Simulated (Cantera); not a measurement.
Thermodynamics of chemical vapour transport, feed MgO + Br₂ + O₂

Charge: 1 mol MgO, 0.061 mol Br₂, 0.013 mol O₂, at 0.220 bar.

Equilibrium computed with Cantera from the NASA thermochemical tables; the gas is ideal and each condensed phase is pure. Candidate condensed phases: Br₂, Mg, MgBr₂, MgO; 10 gas species. The numbers say what is thermodynamically allowed, not how fast it happens.

| T (K) | x Br₂ | x Br | x O₂ | x MgBr₂ | n MgO(s) |
|---|---|---|---|---|---|
| 725 | 0.824 | 0.000129 | 0.176 | 1.41e-12 | 1.00 |
| 825 | 0.823 | 0.000915 | 0.176 | 2.88e-10 | 1.00 |
| 925 | 0.820 | 0.00426 | 0.175 | 1.83e-8 | 1.00 |
| 1025 | 0.811 | 0.0147 | 0.174 | 5.09e-7 | 1.00 |
| 1125 | 0.788 | 0.0403 | 0.172 | 7.63e-6 | 1.000 |
| 1225 | 0.740 | 0.0922 | 0.168 | 7.07e-5 | 1.000 |
| 1325 | 0.659 | 0.181 | 0.160 | 0.000442 | 1.000 |
| 1425 | 0.540 | 0.308 | 0.149 | 0.00195 | 1.000 |
| 1525 | 0.398 | 0.458 | 0.138 | 0.00621 | 0.999 |
x: gas mole fraction; n: condensed amount in mol.

From 725 K to 1525 K the condensed part is MgO(s).
